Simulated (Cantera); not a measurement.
A perfectly stirred reactor is fed with H₂ : O₂ = 0.23 : 1 (molar parts), equivalence ratio 0.12, at 0.0263 atm; it is held at 975 K, and followed from long to short residence time.

Computed with Cantera and GRI-Mech 3.0 (53 species, 325 reactions). Radical loss at walls, strong at low pressure, is not modelled. The temperature is held fixed by assumption; the heat of reaction is taken as removed at once.

x: mole fraction; the columns are a selection and need not sum to one.

```csv
τ (s),x H₂,x O₂,x H,x OH,x H₂O,x H₂O₂
0.36,0.00238,0.793,0.000210,0.000545,0.203,___
0.17,0.00362,0.792,0.000442,0.000742,0.201,___
0.078,0.00556,0.792,0.000953,0.00103,0.199,___
0.036,0.00846,0.790,0.00203,0.00143,0.194,1.15e-6
0.017,0.0126,0.788,0.00415,0.00196,0.188,1.23e-6
0.0078,0.0191,0.785,0.00849,0.00268,0.177,1.25e-6
0.0036,0.0287,0.780,0.0163,0.00353,0.161,1.22e-6
0.0017,0.0428,0.774,0.0272,0.00434,0.137,___
0.00078,0.0654,0.771,0.0373,0.00483,0.105,___
0.00036,0.102,0.778,0.0350,0.00443,0.0674,___
```

Task: Fill in the missing entries.

Result: 
- 0.36, x H₂O₂: 8.32e-7
- 0.17, x H₂O₂: 9.41e-7
- 0.078, x H₂O₂: 1.05e-6
- 0.0017, x H₂O₂: 1.11e-6
- 0.00078, x H₂O₂: 9.64e-7
- 0.00036, x H₂O₂: 7.59e-7
